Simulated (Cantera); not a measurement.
**Si2Cl6 + N2 + NH3 (silicon nitride deposition)**

A closed system holds: 1 mol Si2Cl6, 0.23 mol N2, 18 mol NH3, held at 0.133 bar.

Equilibrium computed with Cantera from the NASA thermochemical tables; the gas is ideal and each condensed phase is pure. Candidate condensed phases: NH4Cl, Si, Si3N4; 28 gas species. The feed counts by its element totals alone. The tables' values for SiCl3, SiCl, SiN are old estimates; treat these amounts as uncertain. Gases not in the tables: Si2H6 and higher silanes. Kinetics and transport are ignored.

| T (K) | x H2 | x N2 | x HCl | x SiCl2 | n Si3N4(s) | n Si(l) |
|---|---|---|---|---|---|---|
| 773 | 0.637 | 0.210 | 0.151 | 3.53e-12 | 0.643 | 0 |
| 923 | 0.635 | 0.209 | 0.155 | 3.13e-9 | 0.656 | 0 |
| 1073 | 0.634 | 0.209 | 0.156 | 4.02e-7 | 0.660 | 0 |
| 1223 | 0.634 | 0.209 | 0.157 | 1.53e-5 | 0.662 | 0 |
| 1373 | 0.634 | 0.209 | 0.156 | 0.000255 | 0.658 | 0 |
| 1523 | 0.635 | 0.210 | 0.152 | 0.00226 | 0.631 | 0 |
| 1673 | 0.640 | 0.214 | 0.133 | 0.0107 | 0.521 | 0 |
| 1823 | 0.649 | 0.223 | 0.100 | 0.0265 | 0.316 | 0 |
| 1973 | 0.641 | 0.235 | 0.0894 | 0.0308 | 0 | 0.747 |
x: gas mole fraction; n: condensed amount in mol.

From 773 K to 1823 K the condensed part is Si3N4(s). At 1973 K the condensed part is Si(l). The main Si-bearing gas is SiCl4 at 773 K and SiCl2 at 1973 K. The share of Si in condensed phases is highest at 1223 K (99.2 %) and lowest at 1973 K (37.3 %).
